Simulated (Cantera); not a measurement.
A closed system holds: 1 mol Fe2O3, 0.32 mol O2, 0.075 mol CO2, equilibrated at 1848.15 K and 0.0520 bar.

Cantera equilibrium calculation (NASA polynomials, part measured and part estimated; ideal gas, pure solids and liquids). Candidate condensed phases: C, Fe, Fe(CO)5, FeO, Fe2O3, Fe3O4; 15 gas species. Rates play no part.

Base state: O2 0.866, CO2 0.133, O 0.000774, CO 0.000210 (mole fractions); condensed: Fe3O4(s).

Problem. What changes in the equilibrium state with this change: CO2 from 0.075 to 2.6 mol?

Solution. 
| species | before | after |
|---|---|---|
| CO2 | 0.133 | 0.838 |
| O2 | 0.866 | 0.159 |
| CO | 0.000210 | 0.00308 |
| O | 0.000774 | 0.000331 |
| Fe3O4(s), mol | 0.667 | 0.667 |
